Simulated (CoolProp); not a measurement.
Vapour-liquid equilibrium of methanol (1) + dimethyl carbonate (2) at 132.95 °C; x and y are mole fractions of (1).

Values from CoolProp's multi-fluid Helmholtz-energy mixture model, de Reuck 1993 and Zhou 2011; pair parameters Bell 2016.

Question: Give the bubble pressure and the first vapour's composition at x = 0.05, 0.25, 0.55. Is there an azeotrope?

Answer: x = 0.05: 0.4064 MPa, y = 0.195; x = 0.25: 0.6129 MPa, y = 0.534; x = 0.55: 0.7904 MPa, y = 0.730. No azeotrope shows between x = 0.05 and 0.95.

Pair parameters are fitted to limited data, so mixtures are less certain than the pure fluids.
